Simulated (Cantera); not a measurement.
## Thermodynamics of titanium nitride, carbide and oxide coatings, feed Ti(OiPr)₄ + O₂ + H₂

Charge: 1 mol Ti(OiPr)₄, 0.13 mol O₂, 220 mol H₂, equilibrated at 1950 K and 0.100 bar.

Cantera equilibrium calculation (NASA polynomials, part measured and part estimated; ideal gas, pure solids and liquids). Candidate condensed phases: C, C₆H₆, C₇H₈, C₈H₁₈, H₂O, Ti, TiC, TiO, TiO₂, Ti₂O₃, Ti₃O₅, Ti₄O₇; 113 gas species. The feed counts by its element totals alone. TiC: taken at fixed stoichiometry. Rates play no part.

- x(H₂) = 0.978
- x(CO) = 0.0178
- x(H) = 0.00358
- x(C₂H₂ (acetylene)) = 0.000535
- x(CH₄) = 4.65e-5
- x(CH₃) = 3.40e-6
- n(C(graphite)) = 6.47 mol
- n(TiC(s)) = 1.000 mol
- gas amount = 238.7 mol
- log10 activity of Ti(l) (absent) = -4.25
- log10 activity of Ti₂O₃(s) (absent) = -12.60
- log10 activity of Ti₃O₅(s) (absent) = -20.93
